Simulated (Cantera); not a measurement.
Charge: 1 mol MgO, 0.61 mol NF₃, a varied amount of N₂, at 1500 °C and 0.133 bar.

Equilibrium computed with Cantera from the NASA thermochemical tables; the gas is ideal and each condensed phase is pure. Candidate condensed phases: Mg, MgF₂, MgO; 24 gas species. Mutual solubility and eutectic melting of coexisting phases are not modelled. Equilibrium is a limit: real reactors are often held back by kinetics, nucleation or transport.

Question: Which condensed phases are stable at each of these points (n(N₂) (mol)): 9.8, 17, 25, 32, 39, 47, 54, 62, 69, 76, 84, 91, 99?

Answer: 
| n(N₂) (mol) | condensed phases | Mg condensed (%) |
|---|---|---|
| 9.8 | MgF₂(l) + MgO(s) | 77.7 |
| 17 | MgF₂(l) + MgO(s) | 62.5 |
| 25 | MgF₂(l) + MgO(s) | 45.6 |
| 32 | MgF₂(l) + MgO(s) | 30.8 |
| 39 | MgF₂(l) + MgO(s) | 16.1 |
| 47 | MgO(s) | 8.5 |
| 54 | MgO(s) | 8.5 |
| 62 | MgO(s) | 8.5 |
| 69 | MgO(s) | 8.5 |
| 76 | MgO(s) | 8.5 |
| 84 | MgO(s) | 8.5 |
| 91 | MgO(s) | 8.5 |
| 99 | MgO(s) | 8.5 |

From 9.8 mol N₂ to 39 mol N₂ the condensed part is MgF₂(l) + MgO(s). From 47 mol N₂ to 99 mol N₂ the condensed part is MgO(s).
